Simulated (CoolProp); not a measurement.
Vapour-liquid equilibrium of ethanol (1) + ethylbenzene (2) at 286 kPa; x and y are mole fractions of (1).

The numbers come from the multi-fluid Helmholtz-energy mixture model, Schroeder 2014 and Zhou 2012; pair parameters Bell 2016 in CoolProp.

Q: Give the bubble temperature and the first vapour's composition at x = 0.35, 0.45, 0.95. Is there an azeotrope?

A: x = 0.35: 116.2 °C, y = 0.829; x = 0.45: 114.1 °C, y = 0.847; x = 0.95: 107.8 °C, y = 0.968. No azeotrope shows between x = 0.05 and 0.95.

The pair parameters rest on a limited set of measurements; away from them the model extrapolates. With so large a gap from Raoult's law the liquid may split in two, which this calculation doesn't test in full.
